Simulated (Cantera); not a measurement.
Hydrocarbon pyrolysis for carbon deposition

A perfectly stirred reactor is fed with CH4 : H2 = 1 : 11 (molar parts), at 2670 Pa; it is held at 1575 K, and followed from long to short residence time.

Detailed kinetics in Cantera: GRI-Mech 3.0 (53 species, 325 reactions). GRI-Mech 3.0 stops at C3 and has no aromatics, soot or wall deposition, so with more carbon than oxygen in the feed, carbon stays in small species such as C2H2 where larger ones or solid carbon would form. Radical loss at walls, strong at low pressure, is not modelled.

| τ (s) | x CH4 | x H2 | x CH3 | x C2H2 | x C2H4 | x C2H6 | x CH2 |
|---|---|---|---|---|---|---|---|
| 0.39 | 0.0756 | 0.921 | 0.000285 | 0.00326 | 0.000191 | 8.40e-6 | 4.38e-8 |
| 0.17 | 0.0799 | 0.918 | 0.000281 | 0.00128 | 0.000176 | 8.43e-6 | 4.03e-8 |
| 0.071 | 0.0821 | 0.917 | 0.000247 | 0.000336 | 0.000125 | 6.93e-6 | 3.06e-8 |
| 0.030 | 0.0829 | 0.917 | 0.000175 | 4.33e-5 | 5.04e-5 | 3.89e-6 | 1.56e-8 |
| 0.013 | 0.0832 | 0.917 | 9.36e-5 | 2.06e-6 | 8.67e-6 | 1.22e-6 | 4.56e-9 |
| 0.0054 | 0.0833 | 0.917 | 4.09e-5 | 4.63e-8 | 7.36e-7 | 2.16e-7 | 8.81e-10 |
| 0.0023 | 0.0833 | 0.917 | 1.76e-5 | 1.16e-9 | 5.76e-8 | 2.92e-8 | 1.63e-10 |
| 0.00098 | 0.0833 | 0.917 | 7.49e-6 | 3.23e-11 | 4.42e-9 | 3.13e-9 | 2.95e-11 |
x: mole fraction; the columns are a selection and need not sum to one.
